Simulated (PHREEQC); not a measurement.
## Phosphoric acid bath (model solution)

Make-up at 20 °C: 0.25 mol H3PO4 and 0.00041 mol HF per kg of water. Closed to the air; pH follows from the charge balance.

Computed with PHREEQC (ion-association model, wateq4f.dat).

No solid was allowed to form.

Q: Predict the pH.

A: pH 1.41.

Q: In which forms is P present?

A: H3PO4 82 %, H2PO4- 18 % of the P.

H3PO4, which wateq4f.dat lacks, is added to it with the constant of phreeqc.dat.
